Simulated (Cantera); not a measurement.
Predominance diagram of Ca at 1627 °C against the partial pressures of O2 and Cl2 (log10, bar). Cantera with NASA thermochemical tables; ideal gases at 1 bar, condensed phases pure. Candidates: Ca(l), CaCl2(l), CaO(s). Only these pure phases compete in this equilibrium. Not in the tables: oxide halides.

```
log p(Cl2) \ log p(O2)
        columns: -21, -19.8, -18.5, -17.3, -16.1, -14.8, -13.6, -12.4, -11.1, -9.9, -8.6, -7.4, -6.2, -4.9, -3.7, -2.5, -1.2, 0
      0  A A A A A A A A A A A A A A A A A A
   -0.8  A A A A A A A A A A A A A A A A A A
   -1.6  A A A A A A A A A A A A A A A A A A
   -2.3  A A A A A A A A A A A A A A A A A A
   -3.1  A A A A A A A A A A A A A A A A A B
   -3.9  A A A A A A A A A A A A A A A A B B
   -4.7  A A A A A A A A A A A A A A B B B B
   -5.4  A A A A A A A A A A A A A B B B B B
   -6.2  A A A A A A A A A A A A B B B B B B
     -7  A A A A A A A A A A A B B B B B B B
```

A: CaCl2(l); B: CaO(s).
